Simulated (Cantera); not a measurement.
Cantera with NASA thermochemical tables; ideal gases at 1 bar, condensed phases pure. Values are per mole of reaction as written; species without (g) are pure solids or liquids, kept so even where they would boil at 1 bar.

Sr(OH)2 = Sr + 2 OH(g)

| T (K) | ΔH° (kJ) | ΔS° (J/K) | ΔG° (kJ) | log10 K | condensed phases |
|---|---|---|---|---|---|
| 600 | … | … | … | … | Sr(OH)2(s), Sr(s) |
| 650 | … | … | … | … | Sr(OH)2(s), Sr(s) |
| 700 | 1042.0 | 316.6 | 820.4 | -61.22 | Sr(OH)2(s), Sr(s) |
| 750 | 1039.9 | 313.7 | 804.6 | -56.04 | Sr(OH)2(s), Sr(s) |
| 800 | 1016.2 | 283.4 | 789.5 | -51.55 | Sr(OH)2(l), Sr(s) |
| 850 | … | … | … | … | Sr(OH)2(l), Sr(s) |
| 900 | 1010.3 | 276.5 | 761.5 | -44.19 | Sr(OH)2(l), Sr(s) |
| 950 | 1007.0 | 272.9 | 747.7 | -41.11 | Sr(OH)2(l), Sr(s) |

**Question.** Some entries are withheld; supply them.

**Answer.** 
- 600, ΔH° (kJ): 1045.3
- 600, ΔS° (J/K): 321.6
- 600, ΔG° (kJ): 852.3
- 600, log10 K: -74.20
- 650, ΔH° (kJ): 1043.8
- 650, ΔS° (J/K): 319.3
- 650, ΔG° (kJ): 836.3
- 650, log10 K: -67.20
- 850, ΔH° (kJ): 1013.7
- 850, ΔS° (J/K): 280.3
- 850, ΔG° (kJ): 775.4
- 850, log10 K: -47.65
